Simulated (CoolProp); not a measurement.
A single-stage vapour-compression cycle with isobutane: evaporating at 220.15 K (dew point), condensing at 277.15 K (bubble point), superheat 5 K, subcooling 0 K, compressor efficiency 0.75, no pressure losses. Each further row changes one setting.

Computed with CoolProp (reference Helmholtz-energy equation of state, Bücker 2006).

```json
[
 {"case": "as stated", "cooling COP": "2.32", "pressure ratio": "12.8", "discharge temperature (K)": "308.6", "refrigerating effect (kJ/kg)": "282", "volumetric capacity (kJ/m³)": "125"},
 {"case": "evaporating temperature 225.15 K", "cooling COP": "[?]", "pressure ratio": "9.61", "discharge temperature (K)": "304.8", "refrigerating effect (kJ/kg)": "289", "volumetric capacity (kJ/m³)": "167"},
 {"case": "condensing temperature 272.15 K", "cooling COP": "2.61", "pressure ratio": "[?]", "discharge temperature (K)": "[?]", "refrigerating effect (kJ/kg)": "294", "volumetric capacity (kJ/m³)": "130"},
 {"case": "subcooling 5 K", "cooling COP": "2.41", "pressure ratio": "12.8", "discharge temperature (K)": "308.6", "refrigerating effect (kJ/kg)": "294", "volumetric capacity (kJ/m³)": "130"},
 {"case": "superheat 15 K", "cooling COP": "2.33", "pressure ratio": "12.8", "discharge temperature (K)": "319.2", "refrigerating effect (kJ/kg)": "296", "volumetric capacity (kJ/m³)": "125"},
 {"case": "compressor efficiency 0.65", "cooling COP": "2.01", "pressure ratio": "12.8", "discharge temperature (K)": "319.1", "refrigerating effect (kJ/kg)": "282", "volumetric capacity (kJ/m³)": "125"}
]
```

What belongs in the gaps?


- evaporating temperature 225.15 K, cooling COP: 2.66
- condensing temperature 272.15 K, pressure ratio: 10.7
- condensing temperature 272.15 K, discharge temperature (K): 302.7
